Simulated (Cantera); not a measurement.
Low-pressure radical oxidation in H2/O2

A perfectly stirred reactor is fed with 27.6 % H2, 61.3 % O2, 11.0 % N2, equivalence ratio 0.23, at 20.0 Torr; it is held at 1325 K, and followed from long to short residence time.

Detailed kinetics in Cantera: the H2/O2 subset of GRI-Mech 3.0, which has no nitrogen chemistry. Radical loss at walls, strong at low pressure, is not modelled. The temperature is held fixed by assumption; the heat of reaction is taken as removed at once.

| τ (s) | x H2 | x O2 | x H2O2 | x O | x H2O |
|---|---|---|---|---|---|
| 3.0 | 0.000286 | 0.550 | 2.10e-7 | 0.000765 | 0.319 |
| 0.85 | 0.000657 | 0.549 | 3.22e-7 | 0.00178 | 0.317 |
| 0.24 | 0.00150 | 0.547 | 4.71e-7 | 0.00413 | 0.314 |
| 0.069 | 0.00330 | 0.542 | 6.38e-7 | 0.00929 | 0.308 |
| 0.020 | 0.00695 | 0.532 | 7.74e-7 | 0.0200 | 0.294 |
| 0.0055 | 0.0137 | 0.513 | 7.96e-7 | 0.0400 | 0.264 |
| 0.0016 | 0.0225 | 0.492 | 7.22e-7 | 0.0609 | 0.224 |
| 0.00045 | 0.0379 | 0.487 | 7.11e-7 | 0.0664 | 0.188 |
| 0.00013 | 0.0776 | 0.507 | 7.44e-7 | 0.0521 | 0.146 |
x: mole fraction; the columns are a selection and need not sum to one.
